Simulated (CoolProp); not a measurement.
Vapour-liquid equilibrium of nitrogen (1) + methane (2) at 98.7 K; x and y are mole fractions of (1).

Values from CoolProp's multi-fluid Helmholtz-energy mixture model, Span 2000 and Setzmann 1991; pair parameters Kunz 2012.

| x | bubble pressure, mixture model (bar) | bubble pressure, Raoult's law (bar) | y, mixture model | y, Raoult's law |
|---|---|---|---|---|
| 0.05 | 0.9422 | 0.6398 | 0.685 | 0.555 |
| 0.125 | 1.749 | 1.150 | 0.836 | 0.772 |
| 0.2 | 2.411 | 1.660 | 0.885 | 0.856 |
| 0.275 | 2.969 | 2.171 | 0.911 | 0.900 |
| 0.35 | 3.450 | 2.681 | 0.926 | 0.927 |
| 0.425 | 3.878 | 3.191 | 0.938 | 0.946 |
| 0.5 | 4.272 | 3.702 | 0.947 | 0.960 |
| 0.575 | 4.647 | 4.212 | 0.955 | 0.970 |
| 0.65 | 5.018 | 4.722 | 0.962 | 0.978 |
| 0.725 | 5.399 | 5.233 | 0.969 | 0.984 |
| 0.8 | 5.803 | 5.743 | 0.977 | 0.990 |
| 0.875 | 6.244 | 6.253 | 0.985 | 0.994 |
| 0.95 | 6.737 | 6.764 | 0.993 | 0.998 |

The largest gap from Raoult's law is +52.1 % in bubble pressure, at x = 0.125. No azeotrope shows between x = 0.05 and 0.95.

The pair parameters rest on a limited set of measurements; away from them the model extrapolates. With so large a gap from Raoult's law the liquid may split in two, which this calculation doesn't test in full.
